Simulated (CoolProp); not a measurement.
Vapour-liquid equilibrium of n-hexane (1) + n-decane (2) at 441 K; x and y are mole fractions of (1).

Model: multi-fluid Helmholtz-energy mixture model, Thol 2019 and Lemmon 2006; pair parameters Kunz 2012, in CoolProp.

```json
[
 {"x": "0.05", "bubble pressure, mixture model (bar)": "1.233", "bubble pressure, Raoult's law (bar)": "1.345", "y, mixture model": "0.320", "y, Raoult's law": "0.391"},
 {"x": "0.2", "bubble pressure, mixture model (bar)": "2.410", "bubble pressure, Raoult's law (bar)": "2.794", "y, mixture model": "0.687", "y, Raoult's law": "0.753"},
 {"x": "0.35", "bubble pressure, mixture model (bar)": "3.686", "bubble pressure, Raoult's law (bar)": "4.243", "y, mixture model": "0.822", "y, Raoult's law": "0.868"},
 {"x": "0.5", "bubble pressure, mixture model (bar)": "5.066", "bubble pressure, Raoult's law (bar)": "5.692", "y, mixture model": "0.893", "y, Raoult's law": "0.924"},
 {"x": "0.65", "bubble pressure, mixture model (bar)": "6.553", "bubble pressure, Raoult's law (bar)": "7.141", "y, mixture model": "0.937", "y, Raoult's law": "0.958"},
 {"x": "0.8", "bubble pressure, mixture model (bar)": "8.155", "bubble pressure, Raoult's law (bar)": "8.590", "y, mixture model": "0.968", "y, Raoult's law": "0.980"},
 {"x": "0.95", "bubble pressure, mixture model (bar)": "9.898", "bubble pressure, Raoult's law (bar)": "10.04", "y, mixture model": "0.993", "y, Raoult's law": "0.996"}
]
```

The largest gap from Raoult's law is -13.7 % in bubble pressure, at x = 0.2. No azeotrope shows between x = 0.05 and 0.95.

The pair parameters rest on a limited set of measurements; away from them the model extrapolates.
